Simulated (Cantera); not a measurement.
# Low-pressure radical oxidation in H2/O2

An isothermal, constant-pressure homogeneous reactor starts with H2 : O2 = 0.38 : 1 (molar parts), equivalence ratio 0.19, at 1275 K and 0.00370 bar.

Cantera simulation using the H2/O2 subset of GRI-Mech 3.0, which has no nitrogen chemistry; the numbers are that mechanism's predictions, not measurements. Radical loss at walls, strong at low pressure, is not modelled. The temperature is held fixed by assumption; the heat of reaction is taken as removed at once.

```json
[
 {"t (s)": "8.00e-5", "x H2": "0.275", "x O2": "0.725", "x H": "1.43e-8", "x O": "3.13e-9", "x H2O": "1.95e-9"},
 {"t (s)": "0.000266", "x H2": "0.275", "x O2": "0.725", "x H": "7.22e-8", "x O": "3.06e-8", "x H2O": "5.13e-8"},
 {"t (s)": "0.000886", "x H2": "0.275", "x O2": "0.725", "x H": "2.99e-6", "x O": "1.48e-6", "x H2O": "4.30e-6"},
 {"t (s)": "0.00295", "x H2": "0.0975", "x O2": "0.629", "x H": "0.0817", "x O": "0.0456", "x H2O": "0.128"},
 {"t (s)": "0.00981", "x H2": "0.0160", "x O2": "0.575", "x H": "0.0995", "x O": "0.0904", "x H2O": "0.204"},
 {"t (s)": "0.0326", "x H2": "0.0148", "x O2": "0.589", "x H": "0.0830", "x O": "0.0794", "x H2O": "0.220"},
 {"t (s)": "0.109", "x H2": "0.0104", "x O2": "0.624", "x H": "0.0424", "x O": "0.0498", "x H2O": "0.261"},
 {"t (s)": "0.361", "x H2": "0.00258", "x O2": "0.668", "x H": "0.00459", "x O": "0.0112", "x H2O": "0.307"},
 {"t (s)": "1.20", "x H2": "0.000211", "x O2": "0.679", "x H": "0.000104", "x O": "0.000902", "x H2O": "0.318"},
 {"t (s)": "4.00", "x H2": "2.21e-5", "x O2": "0.680", "x H": "3.55e-6", "x O": "9.48e-5", "x H2O": "0.319"}
]
```
x: mole fraction; the columns are a selection and need not sum to one.

Equilibrium at this temperature and pressure: H2 3.54e-7, O2 0.681, H 7.25e-9, O 1.52e-6, H2O 0.319 (gas phase only).
